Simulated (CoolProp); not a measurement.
Computed with CoolProp (reference Helmholtz-energy equation of state, Lemmon 2006). It is a short technical equation, of lower accuracy than the large ones.

Question: For hydrogen sulfide, give the phase and the Joule-Thomson coefficient (K/MPa) at 304 K and 2590 kPa; 478.8 K and 876 kPa.

Answer: 
- 304 K and 2590 kPa: liquid; Joule-Thomson coefficient 0.0605
- 478.8 K and 876 kPa: gas; Joule-Thomson coefficient 6.08
